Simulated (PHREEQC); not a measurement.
Polishing slurry liquid (model solution)

Solution (20 °C): 87 mmol/kgw KOH, 0.14 mmol/kgw H4SiO4 and 1 mmol/kgw H3BO3. Closed to the air; pH follows from the charge balance.

All values are PHREEQC results (ion-association model, phreeqc.dat), not measurements.

Each row changes one thing in this solution. Precipitation was switched off in this run.

```tsv
case	pH	H3BO3 (mol/kgw)
as made	12.99	1.52e-7
H4SiO4 replaced by Na2SiO3 at the same molality	12.99	1.52e-7
temperature from 20 to 30 °C	12.65	2.71e-7
diluted 10-fold with water	12.06	1.52e-7
H4SiO4 left out	12.99	1.52e-7
H4SiO4 from 0.00014 to 0.00028 mol/kgw	12.99	1.52e-7
temperature from 20 to 15 °C	13.17	1.11e-7
```

Species that the database lacks are ignored.
